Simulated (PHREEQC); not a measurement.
# Acid mine or pickling water

Synthetic water in mmol/kgw, 25 °C, pH 2.5, pe 10.5:

```csv
constituent,mmol/kgw
Na,4.26
K,0.183
Ca,0.99
Mg,1.14
Cl,3.45
S(6),5.96
Br,0.0114
```

Cl is adjusted to close the charge balance.
Valence states are taken as typed.

Equilibrium calculation in PHREEQC: ion-association model, phreeqc.dat.

Each row changes one thing in this solution. Precipitation was switched off in this run.

| case | ionic strength (mol/kgw) | HSO4- (mol/kgw) | MgSO4 (mol/kgw) | CaHSO4+ (mol/kgw) | SI of Gypsum (CaSO4:2H2O) | SI of Halite (NaCl) |
|---|---|---|---|---|---|---|
| as made | 0.0171 | 0.000933 | 0.000315 | 5.21e-6 | -1.33 | -6.96 |
| temperature from 25 to 15 °C at the same typed pH | 0.0175 | 0.000793 | 0.000268 | 4.47e-6 | -1.30 | -7.01 |
| Br from 0.0114 to 0.0342 mmol/kgw | 0.0171 | 0.000933 | 0.000315 | 5.21e-6 | -1.33 | -6.97 |

Complexes and solids missing from the database can't appear.
